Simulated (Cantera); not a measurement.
Cantera with NASA thermochemical tables; ideal gases at 1 bar, condensed phases pure. Values are per mole of reaction as written; species without (g) are pure solids or liquids, kept so even where they would boil at 1 bar.

MgBr2 ⇌ Mg(g) + Br2(g)

| T (K) | ΔH° (kJ) | ΔS° (J/K) | ΔG° (kJ) | log10 K |
|---|---|---|---|---|
| 1273 | [?] | [?] | [?] | [?] |
| 1373 | 628.8 | 194.8 | 361.4 | -13.75 |
| 1473 | [?] | [?] | [?] | [?] |
| 1573 | [?] | [?] | [?] | [?] |
| 1673 | 615.1 | 185.8 | 304.4 | -9.50 |

### Question
Complete the blanks.

### Answer

- 1273, ΔH° (kJ): 633.4
- 1273, ΔS° (J/K): 198.2
- 1273, ΔG° (kJ): 381.0
- 1273, log10 K: -15.63
- 1473, ΔH° (kJ): 624.2
- 1473, ΔS° (J/K): 191.6
- 1473, ΔG° (kJ): 342.1
- 1473, log10 K: -12.13
- 1573, ΔH° (kJ): 619.7
- 1573, ΔS° (J/K): 188.6
- 1573, ΔG° (kJ): 323.1
- 1573, log10 K: -10.73
